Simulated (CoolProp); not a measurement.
Vapour-liquid equilibrium of ethylene (1) + propane (2) at 76.2 kPa; x and y are mole fractions of (1).

Values from CoolProp's multi-fluid Helmholtz-energy mixture model, Smukala 2000 and Lemmon 2009; pair parameters Bell 2016.

```tsv
x	bubble temperature (K)	y at the bubble point	dew temperature at overall composition x (K)	liquid density (mol/L)
0.05	211.8	0.497	223.7	13.85
0.125	198.6	0.780	222.1	14.49
0.2	190.3	0.883	220.3	15.04
0.275	184.6	0.928	218.4	15.54
0.35	180.4	0.952	216.4	16.02
0.425	177.2	0.967	214.1	16.49
0.5	174.7	0.976	211.7	16.97
0.575	172.6	0.982	208.9	17.45
0.65	170.9	0.987	205.7	17.94
0.725	169.4	0.991	202.0	18.44
0.8	168.0	0.994	197.3	18.97
0.875	166.7	0.996	191.1	19.51
0.95	165.5	0.999	180.9	20.08
```

No azeotrope shows between x = 0.05 and 0.95.

The pair parameters rest on a limited set of measurements; away from them the model extrapolates.
